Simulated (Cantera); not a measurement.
A closed system holds: 1 mol SiH2Cl2, 1.9 mol N2, equilibrated at 1298 K and 1.00 bar.

These are equilibrium values from Cantera (NASA tables, ideal gas, pure condensed phases), not measurements of a reactor. Candidate condensed phases: NH4Cl, Si, Si3N4; 28 gas species. N2 is the only nitrogen source here; it is nearly inert below about 1500 K, so the nitride shown seldom forms there in practice. The tables' values for SiCl3 are old estimates; treat these amounts as uncertain. Kinetics and transport are ignored.

Base state: N2 0.446, HCl 0.312, H2 0.160, SiCl4 0.0781, SiHCl3 0.00181, SiCl3 0.00148, SiCl2 0.000168 (mole fractions); condensed: Si3N4(s).

Q: What changes in the equilibrium state with this change: pressure from 1.00 bar to 0.0160 bar?

A: 
| species | before | after |
|---|---|---|
| N2 | 0.446 | 0.434 |
| HCl | 0.312 | 0.366 |
| H2 | 0.160 | 0.130 |
| SiCl4 | 0.0781 | 0.0574 |
| SiCl2 | 0.000168 | 0.00457 |
| SiCl3 | 0.00148 | 0.00663 |
| Si3N4(s), mol | 0.248 | 0.259 |

Q: What changes in the equilibrium state with this change: SiH2Cl2 replaced by SiCl4?

A: 
```tsv
species	before	after
N2	0.446	0.655
SiCl4	0.0781	0.345
SiCl3	0.00148	8.86e-5
HCl	0.312	0
H2	0.160	0
SiHCl3	0.00181	0
Cl2	3.35e-9	1.83e-5
SiCl2	0.000168	1.36e-7
Si3N4(s), mol	0.248	0
```
